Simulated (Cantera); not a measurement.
# Premixed flame

A freely propagating, adiabatic, planar premixed flame of H2 : O2 : N2 : H2O = 1 : 0.595 : 2.02 : 0.28 (molar parts), equivalence ratio 0.84, unburnt at 675 K and 210000 Pa; mixture-averaged transport, grid criteria slope 0.08 and curve 0.16, no radiation.

Computed with Cantera and the H2/O2 subset of GRI-Mech 3.0, which has no nitrogen chemistry. The hydrogen kinetics of GRI-Mech 3.0 are dated; newer H2 mechanisms differ, most at raised pressure. Burning velocities carry a grid error of a few per cent, more on coarse grids.

```json
[
 {"z (mm)": "-0.509", "T (K)": "675", "u (m/s)": "7.61", "x H2": "0.257", "x O2": "0.153", "x H2O": "0.0719", "x O": "<1e-8", "x H": "<1e-8", "x OH": "<1e-8"},
 {"z (mm)": "-0.339", "T (K)": "675", "u (m/s)": "7.61", "x H2": "0.257", "x O2": "0.153", "x H2O": "0.0719", "x O": "<1e-8", "x H": "<1e-8", "x OH": "<1e-8"},
 {"z (mm)": "-0.254", "T (K)": "675", "u (m/s)": "7.61", "x H2": "0.257", "x O2": "0.153", "x H2O": "0.0719", "x O": "<1e-8", "x H": "<1e-8", "x OH": "<1e-8"},
 {"z (mm)": "-0.170", "T (K)": "675", "u (m/s)": "7.61", "x H2": "0.256", "x O2": "0.153", "x H2O": "0.0719", "x O": "<1e-8", "x H": "<1e-8", "x OH": "<1e-8"},
 {"z (mm)": "-0.0848", "T (K)": "692", "u (m/s)": "7.73", "x H2": "0.248", "x O2": "0.154", "x H2O": "0.0736", "x O": "6.64e-6", "x H": "5.99e-5", "x OH": "2.47e-5"},
 {"z (mm)": "-0.0424", "T (K)": "884", "u (m/s)": "9.61", "x H2": "0.214", "x O2": "0.150", "x H2O": "0.0943", "x O": "0.000298", "x H": "0.00263", "x OH": "0.000851"},
 {"z (mm)": "0", "T (K)": "1299", "u (m/s)": "13.7", "x H2": "0.134", "x O2": "0.118", "x H2O": "0.170", "x O": "0.00381", "x H": "0.0178", "x OH": "0.00374"},
 {"z (mm)": "0.0424", "T (K)": "1616", "u (m/s)": "16.8", "x H2": "0.0629", "x O2": "0.0698", "x H2O": "0.255", "x O": "0.00929", "x H": "0.0306", "x OH": "0.0108"},
 {"z (mm)": "0.0848", "T (K)": "1785", "u (m/s)": "18.4", "x H2": "0.0398", "x O2": "0.0498", "x H2O": "0.288", "x O": "0.0108", "x H": "0.0290", "x OH": "0.0158"},
 {"z (mm)": "0.170", "T (K)": "1956", "u (m/s)": "20.0", "x H2": "0.0313", "x O2": "0.0414", "x H2O": "0.307", "x O": "0.00924", "x H": "0.0203", "x OH": "0.0186"},
 {"z (mm)": "0.339", "T (K)": "2111", "u (m/s)": "21.4", "x H2": "0.0250", "x O2": "0.0369", "x H2O": "0.323", "x O": "0.00647", "x H": "0.0119", "x OH": "0.0187"},
 {"z (mm)": "0.678", "T (K)": "2242", "u (m/s)": "22.5", "x H2": "0.0179", "x O2": "0.0333", "x H2O": "0.338", "x O": "0.00402", "x H": "0.00602", "x OH": "0.0170"},
 {"z (mm)": "1.36", "T (K)": "2335", "u (m/s)": "23.2", "x H2": "0.0114", "x O2": "0.0308", "x H2O": "0.350", "x O": "0.00231", "x H": "0.00271", "x OH": "0.0142"}
]
```
x: mole fraction of selected species; z is measured from the peak of heat release.

```yaml
laminar_burning_velocity: 761 cm/s
thermal_thickness: 0.170 mm
peak x(O): 0.0108
peak x(H): 0.0311
peak x(OH): 0.0189
grid_points: 113
```
